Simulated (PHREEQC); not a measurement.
Consider water at 15 °C with 29.7 mmol/kgw NH4HF2. Closed to the air; pH follows from the charge balance.

The numbers come from PHREEQC with the ion-association model, wateq4f.dat.

```yaml
pH: 3.12
ionic_strength: 0.0306 mol/kgw
total_alkalinity: -29.7 meq/kg
```

```tsv
species	molality	activity	log γ
NH4+	0.0297	0.0253	-0.070
F-	0.0283	0.0239	-0.073
HF	0.0227	0.0229	0.003
HF2-	0.00227	0.00192	-0.073
H2F2	0.00193	0.00194	0.003
H+	0.000869	0.000760	-0.058
NH3	9.11e-9	9.11e-9	0.000
```

Precipitation was switched off in this run. Complexes and solids missing from the database can't appear. wateq4f.dat counts part of the HF as a dimer, H2F2, which phreeqc.dat doesn't know; its constant is uncertain.
